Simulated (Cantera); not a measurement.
Input (Python, Cantera) and output of one run.

```python
import numpy as np
import cantera as ct

gas_names = [...]  # 136 gases of nasa_gas.yaml made of C, H, N, O
cond_names = """
    C(gr) C6H6(L) C7H8(L) C8H18(L),n-octa H2O(s) H2O(L)
""".split()


# ... load() reads the species with a 1 bar reference pressure and builds the phases ...
atoms = {
    'C6H6': {'C': 6, 'H': 6},
    'O2': {'O': 2},
    'N2': {'N': 2},
}
top_T = {'C(gr)': 4500}  # K; cautious upper limits of use, not melting points


# ... equilibrate(T, P, feed) seeds the gas with the atoms and calls Mixture.equilibrate('TP', solver="vcs", rtol=1e-11, max_steps=5000) ...
results = []
feed = {'C6H6': 1, 'O2': 0.016, 'N2': 0.67}  # mol
T = 2423.15  # K
P = 100  # Pa
mix = equilibrate(T, P, feed)
results.append((T, P, feed, dict(zip(mix.species_names, mix.species_moles))))
print(gas.report(threshold=1e-06))
for i in range(1, mix.n_phases):
    print(f"{mix.phase(i).name:16s} {mix.phase_moles(i):12.5e} mol")
```

Result:

```
       temperature   2423.2 K
          pressure   100 Pa
           density   2.9403e-05 kg/m^3
  mean mol. weight   5.9238 kg/kmol
   phase of matter   gas

                          1 kg             1 kmol
                     ---------------   ---------------
          enthalpy         2.461e+07        1.4578e+08  J
   internal energy        2.1209e+07        1.2564e+08  J
           entropy             43842        2.5971e+05  J/K
    Gibbs function       -8.1627e+07       -4.8354e+08  J
 heat capacity c_p            5178.3             30675  J/K
 heat capacity c_v            3774.7             22361  J/K

                      mass frac. Y      mole frac. X     chem. pot. / RT
                     ---------------   ---------------   ---------------
                 C        0.00011343        5.5944e-05           -3.1909
                CH        3.8362e-06        1.7455e-06           -17.092
                CN         0.0027538        0.00062698           -21.437
                CO          0.033109         0.0070021           -45.729
                C2        5.3247e-05        1.3131e-05           -6.3817
               C2H        0.00075168         0.0001779           -20.283
    C2H2,acetylene          0.015501         0.0035265           -34.185
   C2H2,vinylidene        9.2353e-06        2.1011e-06           -34.185
              C2N2        5.8595e-05        6.6705e-06           -42.873
                C3        0.00087937        0.00014457           -9.5726
              C4H2        9.5028e-05        1.1245e-05           -40.567
                 H          0.064433           0.37866           -13.902
               HCN          0.066475          0.014571           -35.338
               HNC         0.0071045         0.0015572           -35.338
                H2           0.15499           0.45542           -27.803
                 N        3.8992e-06         1.649e-06           -18.246
                N2           0.65366           0.13822           -36.492
     [ +119 minor]        9.1196e-06        2.1354e-06

C(gr)             5.85490e+00 mol
```

Cantera equilibrium calculation (NASA polynomials, part measured and part estimated; ideal gas, pure solids and liquids).
